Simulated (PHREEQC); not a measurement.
Dissolve 1 mmol/kgw CuCl2, 58 mmol/kgw HCl and 0.039 mmol/kgw H3BO3 at 25 °C. Closed to the air; pH follows from the charge balance.

The numbers come from PHREEQC with the ion-association model, phreeqc.dat.

```
quantity                    before     after
------------------------  --------  --------
pH                            1.31      5.10
ionic strength (mol/kgw)    0.0609     0.166
Cu+2 (mol/kgw)            0.000930  0.000902
CuCl+ (mol/kgw)            6.86e-5   9.39e-5
CuCl2 (mol/kgw)            1.40e-6   2.91e-6
CuCl3- (mol/kgw)          3.01e-10   1.20e-9
```

Task: Name the change that produced these shifts.
(A) CuCl2 from 0.001 to 0.0011 mol/kgw
(B) HCl from 0.058 to 0.087 mol/kgw
(C) HCl replaced by ZnCl2 at the same molality
(D) CuCl2 from 0.001 to 0.01 mol/kgw

Result: C, HCl replaced by ZnCl2 at the same molality

No solid was allowed to form.
